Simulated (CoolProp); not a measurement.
A closed Brayton cycle with dry air: compressor inlet 328.15 K and 7.6 MPa, high pressure 21.8 MPa, turbine inlet 825 K, compressor efficiency 0.85, turbine efficiency 0.93, recuperator effectiveness 0 (on enthalpy, no pinch check). Each further row changes one setting.

Computed with CoolProp (reference Helmholtz-energy equation of state, Lemmon 2000). It is a pseudo-pure fit of the blend.

| case | thermal efficiency (%) | net work (kJ/kg) | compressor to turbine work | compressor exit (K) | turbine exit (K) |
|---|---|---|---|---|---|
| as stated | 17.5 | 70.4 | 0.67 | 465.0 | 637.0 |
| turbine inlet 775 K | 16.7 | 57.5 | 0.71 | 465.0 | 596.6 |
| compressor inlet 338.15 K | 17.1 | 65.8 | 0.69 | 478.9 | 637.0 |
| high pressure 18.5 MPa | 15.6 | 66.2 | 0.64 | 440.9 | 663.4 |
| recuperator effectiveness 0.5 | 22.8 | 70.4 | 0.67 | 465.0 | 637.0 |
